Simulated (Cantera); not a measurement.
A closed system holds: 1 mol C2H4, 1.2 mol H2O, equilibrated at 0.440 bar.

Equilibrium computed with Cantera from the NASA thermochemical tables; the gas is ideal and each condensed phase is pure. Candidate condensed phases: C, C6H6, C7H8, C8H18, H2O; 110 gas species. The numbers say what is thermodynamically allowed, not how fast it happens. All values below are at 1350 °C.

Base state: H2 0.727, CO 0.273, CH4 0.000345, H 8.88e-5, H2O 6.60e-5, C2H2 (acetylene) 2.53e-5 (mole fractions); condensed: C(graphite).

What changes in the equilibrium state with this change: H2O from 1.2 to 0.02 mol?


```csv
species,before,after
H2,0.727,0.989
CO,0.273,0.00981
CH4,0.000345,0.000639
H2O,6.60e-5,3.23e-6
C2H2 (acetylene),2.53e-5,3.45e-5
H,8.88e-5,0.000104
"C(graphite), mol",0.799,1.98
```
